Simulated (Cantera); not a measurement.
Gas mixture: 100 % NO, at 380000 Pa, frozen composition.

Cantera's kinetic-theory transport with the Lennard-Jones parameters of GRI-Mech 3.0, ideal gas; thermal conductivity in the multicomponent form. The composition is frozen, though it would react at the higher temperatures.

One state of this run: ρ (kg/m³) = 2.11; cp (J/kg/K) = 1054; μ (µPa s) = 32.3; λ (mW/m/K) = 48.1; Pr = 0.708; D (cm²/s) H₂ = 0.761; D (cm²/s) C₂H₂ = 0.172; D (cm²/s) OH = 0.314. D: mixture-averaged diffusion coefficient of that species in the mixture.

Which value of T (K) does it belong to?
A. 1650
B. 650
C. 1400
D. 1150

B, 650
